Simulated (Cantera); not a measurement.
Silicon nitride deposition: SiCl4 + N2 + H2

A closed system holds: 1 mol SiCl4, 17 mol N2, 1.6 mol H2, held at 1225 K and 3.30 mbar.

Equilibrium computed with Cantera from the NASA thermochemical tables; the gas is ideal and each condensed phase is pure. Candidate condensed phases: NH4Cl, Si, Si3N4; 28 gas species. N2 is the only nitrogen source here; it is nearly inert below about 1500 K, so the nitride shown seldom forms there in practice. The tables' values for SiCl3 are old estimates; treat these amounts as uncertain. Kinetics and transport are ignored.

- x(N2) = 0.837
- x(HCl) = 0.124
- x(H2) = 0.0185
- x(SiCl4) = 0.0171
- x(SiCl3) = 0.00186
- x(SiCl2) = 0.00160
- x(SiHCl3) = 7.94e-5
- x(Cl) = 4.27e-6
- n(Si3N4(s)) = 0.197 mol
- gas amount = 19.85 mol
- log10 activity of Si(s) (absent) = -3.10
